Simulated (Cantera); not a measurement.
# NO annealing gas

An isothermal, constant-pressure homogeneous reactor starts with 20.8 % NO, 79.2 % N2, at 1800 K and 100000 Pa.

Computed with Cantera and GRI-Mech 3.0 (53 species, 325 reactions).

```
t (s)      x NO      x O      x O2   x N2     x NO2    x N2O
--------  -----  -------  --------  -----  --------  -------
5.00e-5   0.208  2.97e-7  9.75e-10  0.792   2.12e-7  4.95e-7
0.000150  0.208  4.90e-7   6.16e-9  0.792   1.08e-6  1.45e-6
0.000452  0.208  8.72e-7   4.41e-8  0.792   4.14e-6  4.02e-6
0.00136   0.208  2.10e-6   5.68e-7  0.792   1.47e-5  9.65e-6
0.00408   0.208  4.99e-6   1.05e-5  0.792   4.18e-5  1.65e-5
0.0123    0.208  6.46e-6   8.87e-5  0.792   5.63e-5  1.84e-5
0.0368    0.207  6.78e-6  0.000349  0.792   5.91e-5  1.83e-5
0.111     0.206  7.59e-6   0.00113  0.793   6.62e-5  1.80e-5
0.333     0.201  9.59e-6   0.00344  0.795   8.28e-5  1.72e-5
1.00      0.188  1.38e-5    0.0100  0.802  0.000113  1.49e-5
```
x: mole fraction; the columns are a selection and need not sum to one.

Equilibrium at this temperature and pressure: NO 0.00311, O 3.92e-5, O2 0.103, N2 0.894, NO2 5.44e-6, N2O 1.90e-7 (gas phase only).
